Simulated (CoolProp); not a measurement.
A single-stage vapour-compression cycle with R142b: evaporating at 230.15 K (dew point), condensing at 255.15 K (bubble point), superheat 2 K, subcooling 8 K, compressor efficiency 0.6, no pressure losses. Each further row changes one setting.

Computed with CoolProp (reference Helmholtz-energy equation of state, Lemmon 2006). It is a short technical equation, of lower accuracy than the large ones.

```tsv
case	cooling COP	pressure ratio	discharge temperature (K)	refrigerating effect (kJ/kg)	volumetric capacity (kJ/m³)
as stated	5.32	3.45	288.2	223	237
evaporating temperature 235.15 K	6.91	___	281.2	226	___
condensing temperature 250.15 K	6.76	___	278.0	229	244
subcooling 13 K	5.47	3.45	288.2	229	244
superheat 12 K	5.27	3.45	299.1	___	234
compressor efficiency 0.5	___	3.45	___	223	237
```

Q: Complete the blanks.

A: 
- evaporating temperature 235.15 K, pressure ratio: 2.63
- evaporating temperature 235.15 K, volumetric capacity (kJ/m³): 310
- condensing temperature 250.15 K, pressure ratio: 2.76
- superheat 12 K, refrigerating effect (kJ/kg): 230
- compressor efficiency 0.5, cooling COP: 4.44
- compressor efficiency 0.5, discharge temperature (K): 298.2
